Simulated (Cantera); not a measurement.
Feed: 1 mol SiCl₄, 0.58 mol C₃H₈, a varied amount of H₂, at 1575 °C and 0.0100 bar.

These are equilibrium values from Cantera (NASA tables, ideal gas, pure condensed phases), not measurements of a reactor. Candidate condensed phases: C, C₆H₆, C₇H₈, C₈H₁₈, Si, SiC; 109 gas species. Rates play no part.

**Question.** What share of the Si ends up in condensed phases as a function of n(H₂) (mol), at 20, 63, 110, 150, 190, 240, 280?

**Answer.** 
```tsv
n(H₂) (mol)	Si condensed (%)	as
20	93.5	SiC(s)
63	97.7	SiC(s)
110	98.5	SiC(s)
150	98.7	SiC(s)
190	98.8	SiC(s)
240	98.8	SiC(s)
280	98.8	SiC(s)
```
